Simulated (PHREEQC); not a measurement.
A column of 0.1 m (40 cells, dispersivity 0.008 m, 3600 s a shift, diffusion coefficient 3e-10 m²/s) holds 0.022 eq of the database's cation exchanger X per kg of pore water, first in equilibrium with 0.049 mol SrCl2, 0.01 mol MgCl2 and 1e-05 mol HCl per kg of water. It is flushed with 0.018 mol ZnCl2, 0.0005 mol KCl and 1e-05 mol HCl per kg of water, at 15 °C. Values are for the last cell. CO2 from the air is kept out. Precipitation was switched off in this run.

Base run: PHREEQC, ion-association model, phreeqc.dat. Each further column changes one thing. The table gives Zn in solution (mol/kgw).

```csv
pore volumes,base,exchange capacity from 0.022 to 0.011 eq/kgw,dispersivity from 0.008 to 0.016 m
0,0,0,0
0.3875,5.15e-5,9.81e-5,0.000419
0.7625,0.00238,0.00362,0.00400
1.262,0.00738,0.0102,0.00866
1.637,0.0104,0.0134,0.0111
2.013,0.0131,0.0155,0.0129
2.388,0.0150,0.0168,0.0144
2.763,0.0163,0.0174,0.0155
3.263,0.0173,0.0178,0.0166
3.638,0.0176,0.0179,0.0170
4.013,0.0178,0.0180,0.0174
```
